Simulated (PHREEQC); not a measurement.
Dissolve 0.1 mol HCl, 0.00028 mol Al2(SO4)3 and 0.0091 mol Fe2(SO4)3 per kg of water at 20 °C. Closed to the air; pH follows from the charge balance.

Computed with PHREEQC (ion-association model, wateq4f.dat).

Each row changes one thing in this solution. Precipitation was switched off in this run.

```
case                                         pH  ionic strength (mol/kgw)  HSO4- (mol/kgw)  FeSO4+ (mol/kgw)  SO4-2 (mol/kgw)  FeHSO4+2 (mol/kgw)  SI of Goethite (FeOOH)  SI of Hematite (Fe2O3)
-----------------------------------------  ----  ------------------------  ---------------  ----------------  ---------------  ------------------  ----------------------  ----------------------
as made                                    1.16                     0.137           0.0113           0.00842          0.00416             0.00350                   +0.96                   +3.91
Fe2(SO4)3 from 0.0091 to 0.00091 mol/kgw   1.09                     0.108          0.00229          0.000344         0.000689            0.000158                   +0.14                   +2.26
Fe2(SO4)3 from 0.0091 to 0.01 mol/kgw      1.17                     0.139           0.0120           0.00949          0.00453             0.00390                   +1.00                   +3.98
Al2(SO4)3 left out                         1.16                     0.135           0.0110           0.00834          0.00402             0.00347                   +0.96                   +3.92
Al2(SO4)3 from 0.00028 to 0.00014 mol/kgw  1.16                     0.136           0.0111           0.00838          0.00409             0.00349                   +0.96                   +3.91
```

Complexes and solids missing from the database can't appear. Some of these states are supersaturated (in Hematite (slow to form), Goethite (slow to form), for instance).
